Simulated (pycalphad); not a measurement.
Source of the numbers: pycalphad with the COST 507 light-alloy database (1999); pressure 1 atm. These are 1990s assessments: newer ones move some temperatures and phases. Kinetics are ignored, which matters at the lower temperatures.

Al-33.75N (at.%): equilibrium cooling sequence

```csv
T (K),phases above,phases below
2745.9,GAS,GAS + LIQUID
2707.8,GAS + LIQUID,ALN + LIQUID
933.3,ALN + LIQUID,ALN + FCC_A1
```

Changes were sought between steps of 100 K, so a narrower field can be missed. At the top of the range, 2900 K, the alloy is not yet fully liquid: it holds GAS.

Database names, with the compositions (at.%) that they take in these runs: ALN: Al 50 N 50. FCC_A1 is fcc.
